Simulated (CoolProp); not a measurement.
Oxygen at 293.15 K and 0.305 MPa is throttled through a valve to 0.0566 MPa with no heat exchange. Each further row changes one setting.

Values from CoolProp's reference Helmholtz-energy equation of state, Schmidt 1985.

| case | temperature change (K) | final density (kg/m³) |
|---|---|---|
| as stated | -0.7 | 0.745 |
| outlet pressure 0.017 MPa | -0.8 | 0.224 |
| outlet pressure 0.0736 MPa | -0.6 | 0.969 |
